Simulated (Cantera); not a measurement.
Standard-state values (1 bar) from the NASA 1993 polynomials, evaluated with Cantera. Values are per mole of reaction as written; species without (g) are pure solids or liquids, kept so even where they would boil at 1 bar.

2 FeCl3(g) = Cl2(g) + 2 FeCl2, with ΔH° = -177.4 kJ and ΔS° = -229.3 J/K at 300 K.

**Question.** How far is the shortcut ΔG° ≈ ΔH°(300 K) − T·ΔS°(300 K) from the full temperature-dependent value at 373, 473, 573, 673, 773 K?

**Answer.** 
```tsv
T (K)	shortcut (kJ)	full (kJ)	difference (kJ)	difference in log10 K
373	-91.9	-92.1	0.3	-0.04
473	-68.9	-70.4	1.4	-0.16
573	-46.0	-49.4	3.3	-0.30
673	-23.1	-29.0	5.9	-0.46
773	-0.2	-9.3	9.2	-0.62
```
The shortcut ignores the heat-capacity change of the reaction.
